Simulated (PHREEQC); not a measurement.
Make-up at 20 °C: 2.9 mmol/kgw Na2SeO3, 0.58 mmol/kgw NH3 and 0.037 mmol/kgw NaCl. Closed to the air; pH follows from the charge balance.

Computed with PHREEQC (ion-association model, wateq4f.dat).

Q: The ionic strength comes out as 0.00878 mol/kgw. What activity coefficients do Na+, HSeO3-, Cl-, SeO3-2, NH4+ get?

A: Na+ 0.91, HSeO3- 0.91, Cl- 0.91, SeO3-2 0.68, NH4+ 0.91.

This is a speciation only: nothing precipitates in the calculation.
